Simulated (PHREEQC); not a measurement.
A made-up water analysis in mg/L, 25 °C, pH 3.87, pe 8.3:

| constituent | mg/L |
|---|---|
| Na | 104 |
| K | 3.09 |
| Ca | 112 |
| Mg | 55.2 |
| Cl | 211 |
| S(6) as SO4 | 536 |
| Pb | 3.11 |
| Mn(2) | 0.377 |
| Fe(3) | 39.1 |

Valence states are taken as typed.

All values are PHREEQC results (ion-association model, wateq4f.dat), not measurements.

Each row changes one thing in this solution. No solid was allowed to form.

```json
[
 {"case": "as made", "ionic strength (mol/kgw)": "0.0225", "SO4-2 (mol/kgw)": "0.00424", "Ca+2 (mol/kgw)": "0.00220", "Mg+2 (mol/kgw)": "0.00171", "CaSO4 (mol/kgw)": "0.000601", "MgSO4 (mol/kgw)": "0.000558", "SI of Anglesite (PbSO4)": "-0.18", "SI of Gypsum (CaSO4:2H2O)": "-0.94"},
 {"case": "all concentrations times 3 at the same typed pH", "ionic strength (mol/kgw)": "0.0622", "SO4-2 (mol/kgw)": "0.0111", "Ca+2 (mol/kgw)": "0.00591", "Mg+2 (mol/kgw)": "0.00453", "CaSO4 (mol/kgw)": "0.00250", "MgSO4 (mol/kgw)": "0.00232", "SI of Anglesite (PbSO4)": "?", "SI of Gypsum (CaSO4:2H2O)": "-0.32"},
 {"case": "Na from 104 to 208 mg/L", "ionic strength (mol/kgw)": "?", "SO4-2 (mol/kgw)": "0.00423", "Ca+2 (mol/kgw)": "0.00222", "Mg+2 (mol/kgw)": "0.00173", "CaSO4 (mol/kgw)": "0.000579", "MgSO4 (mol/kgw)": "0.000539", "SI of Anglesite (PbSO4)": "-0.20", "SI of Gypsum (CaSO4:2H2O)": "-0.95"}
]
```

Complete the blanks.


- all concentrations times 3 at the same typed pH, SI of Anglesite (PbSO4): +0.36
- Na from 104 to 208 mg/L, ionic strength (mol/kgw): 0.0248

Some of these states are supersaturated (in Jarosite-K, Fe(OH)3(a), Jarosite-Na, for instance).
